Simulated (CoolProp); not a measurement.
Isobutane along the isotherm 467.2 K: Z from the reference equation and from simpler models built on Tc = 407.8 K, pc = 36.29 bar, ω = 0.184; each cubic takes its own stable root.

The numbers come from the reference Helmholtz-energy equation of state, Bücker 2006 in CoolProp.

| p (bar) | phase | reference |
|---|---|---|
| 2.02 | gas | 0.9879 |
| 4.03 | gas | 0.9757 |
| 6.05 | gas | 0.9633 |
| 8.06 | gas | 0.9508 |
| 10.1 | gas | 0.9379 |
| 12.1 | gas | 0.9251 |
| 14.1 | gas | 0.9121 |
| 16.1 | gas | 0.8990 |
| 18.1 | gas | 0.8857 |

Question: How far does each simpler model (Pitzer virial, Soave-Redlich-Kwong) lie from the reference over these 9 states: mean and median of the absolute difference, and the worst?

Answer: 
- Pitzer virial: mean 0.2 %, median 0.2 %, worst +0.7 % at 467.2 K and 18.1 bar
- Soave-Redlich-Kwong: mean 0.1 %, median 0.0 %, worst +0.2 % at 467.2 K and 18.1 bar
